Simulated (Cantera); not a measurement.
Input: 1 mol AlN, 0.42 mol N2, equilibrated at 7.50 Torr.

These are equilibrium values from Cantera (NASA tables, ideal gas, pure condensed phases), not measurements of a reactor. Candidate condensed phases: Al, AlN; 5 gas species. Rates play no part. All values below are at 2623 K.

Base state: Al 0.521, N2 0.479, Al2 6.93e-5 (mole fractions); condensed: gas only.

**Question.** What changes in the equilibrium state with this change: 0.062 mol H2 added?

**Answer.** 
```csv
species,before,after
Al,0.521,0.494
N2,0.479,0.455
H,0,0.0414
H2,0,0.00968
AlH,0,0.000479
Al2,6.93e-5,6.23e-5
```
